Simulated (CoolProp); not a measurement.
Carbon dioxide along the isotherm 511.7 K: density (kg/m³) from the reference equation and from simpler models built on Tc = 304.1 K, pc = 73.77 bar, ω = 0.224; each cubic takes its own stable root.

Values from CoolProp's reference Helmholtz-energy equation of state, Span 1996.

| p (bar) | phase | reference | ideal gas | Redlich-Kwong | Soave-Redlich-Kwong |
|---|---|---|---|---|---|
| 7.9 | gas | 8.215 | 8.172 | 8.229 | 8.202 |
| 15.8 | gas | 16.51 | 16.34 | 16.57 | 16.46 |
| 23.7 | gas | 24.89 | 24.52 | 25.03 | 24.78 |
| 31.6 | gas | 33.36 | 32.69 | 33.59 | 33.14 |
| 39.5 | gas | 41.90 | 40.86 | 42.27 | 41.56 |
| 47.4 | gas | 50.51 | 49.03 | 51.05 | 50.02 |
| 55.3 | gas | 59.20 | 57.20 | 59.95 | 58.52 |
| 63.2 | gas | 67.96 | 65.38 | 68.94 | 67.05 |
| 71.1 | gas | 76.79 | 73.55 | 78.04 | 75.62 |
| 79 | supercritical | 85.69 | 81.72 | 87.23 | 84.22 |
| 86.9 | supercritical | 94.65 | 89.89 | 96.51 | 92.84 |
| 94.9 | supercritical | 103.8 | 98.17 | 106.0 | 101.6 |
| 103 | supercritical | 113.1 | 106.5 | 115.7 | 110.5 |
| 111 | supercritical | 122.3 | 114.8 | 125.3 | 119.2 |
